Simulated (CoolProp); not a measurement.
Computed with CoolProp (reference Helmholtz-energy equation of state, Zhou 2016).

### Question
For R245ca, give the phase and the density (kg/m³), isothermal compressibility (1/MPa) at 176.85 °C and 451 kPa; 176.85 °C and 702 kPa; 176.85 °C and 6420 kPa.

### Answer
- 176.85 °C and 451 kPa: gas; density 16.8, isothermal compressibility 2.31
- 176.85 °C and 702 kPa: gas; density 26.9, isothermal compressibility 1.53
- 176.85 °C and 6420 kPa: supercritical; density 885, isothermal compressibility 0.0421
